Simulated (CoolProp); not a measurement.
Vapour-liquid equilibrium of dimethyl ether (1) + R236FA (2) at -27.45 °C; x and y are mole fractions of (1).

Model: multi-fluid Helmholtz-energy mixture model, Wu 2011 and Pan 2012; pair parameters Bell 2016, in CoolProp.

```tsv
x	bubble pressure, mixture model (bar)	bubble pressure, Raoult's law (bar)	y, mixture model	y, Raoult's law
0.05	0.3030	0.3287	0.065	0.137
0.15	0.3162	0.3890	0.207	0.347
0.25	0.3382	0.4492	0.364	0.501
0.35	0.3721	0.5094	0.523	0.619
0.45	0.4209	0.5696	0.668	0.712
0.55	0.4863	0.6298	0.787	0.787
0.65	0.5676	0.6901	0.876	0.849
0.75	0.6614	0.7503	0.935	0.900
0.85	0.7610	0.8105	0.972	0.945
0.95	0.8572	0.8707	0.993	0.983
```

The largest gap from Raoult's law is -27.0 % in bubble pressure, at x = 0.35. No azeotrope shows between x = 0.05 and 0.95.

The pair parameters rest on a limited set of measurements; away from them the model extrapolates.
